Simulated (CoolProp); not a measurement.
Properties of sulfur hexafluoride at several states (Tc = 318.7 K, pc = 3.755 MPa, ω = 0.210).

Model: reference Helmholtz-energy equation of state, Guder 2009, in CoolProp.

```csv
T (K),p (MPa),phase,cp (kJ/(kg K)),expansivity (1/kK),fugacity coefficient
365.4,0.566,gas,0.7725,3.065,0.9685
491.7,14.2,supercritical,1.034,3.895,0.8191
367,2.18,gas,0.8283,4.347,0.8831
284.8,0.0758,gas,0.6461,3.625,0.9903
326.2,1.29,gas,0.7643,4.592,0.8952
527.9,0.0147,gas,0.8963,1.896,0.9998
```
